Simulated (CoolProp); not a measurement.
Decamethylcyclopentasiloxane (D5) at 309.58 K and 1.22 MPa is throttled through a valve to 0.816 MPa with no heat exchange. Each further row changes one setting.

Computed with CoolProp (reference Helmholtz-energy equation of state, Thol 2019).

| case | temperature change (K) | final density (kg/m³) |
|---|---|---|
| as stated | +0.2 | 942 |
| outlet pressure 0.245 MPa | [?] | [?] |
| outlet pressure 1.06 MPa | [?] | [?] |

**Question.** Some entries are withheld; supply them.

**Answer.** 
- outlet pressure 0.245 MPa, temperature change (K): +0.4
- outlet pressure 0.245 MPa, final density (kg/m³): 941
- outlet pressure 1.06 MPa, temperature change (K): +0.1
- outlet pressure 1.06 MPa, final density (kg/m³): 943
